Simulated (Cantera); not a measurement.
What does this Cantera script print?

```python
import numpy as np
import cantera as ct

gas_names = """
    H HNO HNO2 HNO3 HO2 H2 H2O H2O2 N NH NH2 NH3 NH2OH NO NO2 NO3 N2 N2H2 N2H4 N2O O OH O2 O3 Si SiH
    SiH2 SiH3 SiH4 SiN SiO SiO2 Si2 Si2N Si3
""".split()
cond_names = """
    H2O(s) H2O(L) Si(cr) Si(L) SiO2(Lqz) SiO2(hqz) SiO2(L) Si2N2O(s) Si3N4(a)
""".split()


# ... load() reads the species with a 1 bar reference pressure and builds the phases ...
atoms = {
    'Si3N4': {'Si': 3, 'N': 4},
    'H2O': {'H': 2, 'O': 1},
    'H2': {'H': 2},
}
top_T = {'Si2N2O(s)': 2100, 'Si3N4(a)': 2400}  # K; cautious upper limits of use, not melting points


# ... equilibrate(T, P, feed) seeds the gas with the atoms and calls Mixture.equilibrate('TP', solver="vcs", rtol=1e-11, max_steps=5000) ...
results = []
feed = {'Si3N4': 1, 'H2O': 0.42, 'H2': 110}  # mol
T = 2023  # K
P = 560  # Pa
mix = equilibrate(T, P, feed)
results.append((T, P, feed, dict(zip(mix.species_names, mix.species_moles))))
print(gas.report(threshold=1e-06))
for i in range(1, mix.n_phases):
    print(f"{mix.phase(i).name:16s} {mix.phase_moles(i):12.5e} mol")
```

It prints:

```
       temperature   2023 K
          pressure   560 Pa
           density   9.6075e-05 kg/m^3
  mean mol. weight   2.8857 kg/kmol
   phase of matter   gas

                          1 kg             1 kmol
                     ---------------   ---------------
          enthalpy        2.1881e+07        6.3141e+07  J
   internal energy        1.6052e+07        4.6321e+07  J
           entropy             81514        2.3523e+05  J/K
    Gibbs function       -1.4302e+08       -4.1272e+08  J
 heat capacity c_p             11735             33863  J/K
 heat capacity c_v            8853.4             25548  J/K

                      mass frac. Y      mole frac. X     chem. pot. / RT
                     ---------------   ---------------   ---------------
                 H         0.0086107          0.024651            -12.38
                H2           0.65913           0.94348            -24.76
                N2           0.16785           0.01729           -36.222
                Si           0.09888           0.01016           -5.9513
               SiH         0.0047886        0.00047497           -18.331
              SiH2         0.0011892        0.00011401           -30.711
               SiN        0.00035959        2.4653e-05           -24.062
               SiO           0.05556         0.0036369           -46.472
               Si2         0.0021654        0.00011125           -11.903
              Si2N        0.00077071        3.1692e-05           -30.014
               Si3        0.00068863        2.3585e-05           -17.854
     [  +24 minor]         5.767e-07        6.6771e-08

Si(L)             1.29466e+00 mol
SiO2(L)           0.00000e+00 mol
Si2N2O(s)         0.00000e+00 mol
Si3N4(a)          0.00000e+00 mol
```

These are equilibrium values from Cantera (NASA tables, ideal gas, pure condensed phases), not measurements of a reactor. The tables' values for SiN are old estimates; treat these amounts as uncertain. Gases not in the tables: Si2H6 and higher silanes.
